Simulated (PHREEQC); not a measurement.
# Nickel, zinc or cadmium bath

Make-up at 25 °C: 0.00096 mol CdCl2, 0.0019 mol NaCl and 3.1e-05 mol MnSO4 per kg of water. Closed to the air; pH follows from the charge balance.

The numbers come from PHREEQC with the ion-association model, wateq4f.dat.

```yaml
pH: 6.45
ionic_strength: 0.00449 mol/kgw
```

```json
[
 {"species": "Cl-", "molality": "0.00362", "activity": "0.00336", "log γ": "-0.032"},
 {"species": "Na+", "molality": "0.00190", "activity": "0.00177", "log γ": "-0.031"},
 {"species": "Cd+2", "molality": "0.000758", "activity": "0.000568", "log γ": "-0.125"},
 {"species": "CdCl+", "molality": "0.000196", "activity": "0.000182", "log γ": "-0.031"},
 {"species": "Mn+2", "molality": "3.06e-5", "activity": "2.32e-5", "log γ": "-0.121"},
 {"species": "SO4-2", "molality": "2.74e-5", "activity": "2.06e-5", "log γ": "-0.123"}
]
```

Precipitation was switched off in this run.
